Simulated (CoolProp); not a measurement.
Vapour-liquid equilibrium of ethanol (1) + n-heptane (2) at 418.2 K; x and y are mole fractions of (1).

The numbers come from the multi-fluid Helmholtz-energy mixture model, Schroeder 2014 and Span 2003; pair parameters Bell 2016 in CoolProp.

| x | bubble pressure, mixture model (MPa) | bubble pressure, Raoult's law (MPa) | y, mixture model | y, Raoult's law |
|---|---|---|---|---|
| 0.05 | 0.4698 | 0.3613 | 0.288 | 0.120 |
| 0.15 | 0.6416 | 0.4143 | 0.495 | 0.313 |
| 0.25 | ___ | 0.4673 | 0.575 | 0.463 |
| 0.35 | 0.7878 | 0.5204 | ___ | 0.582 |
| 0.45 | 0.8230 | 0.5734 | 0.655 | 0.679 |
| 0.55 | 0.8493 | 0.6264 | 0.689 | 0.759 |
| 0.65 | 0.8700 | 0.6794 | 0.727 | 0.828 |
| 0.75 | 0.8840 | 0.7324 | 0.778 | 0.886 |
| 0.85 | 0.8880 | 0.7854 | 0.846 | 0.936 |
| 0.95 | 0.8771 | 0.8384 | ___ | 0.980 |

Problem. Some entries are withheld; supply them.

Solution. 
- 0.25, bubble pressure, mixture model (MPa): 0.7342
- 0.35, y, mixture model: 0.621
- 0.95, y, mixture model: 0.940

The largest gap from Raoult's law is +57.1 % in bubble pressure, at x = 0.25. y crosses x between x = 0.75 and 0.85: the model has an azeotrope there.

Pair parameters are fitted to limited data, so mixtures are less certain than the pure fluids. With so large a gap from Raoult's law the liquid may split in two, which this calculation doesn't test in full.
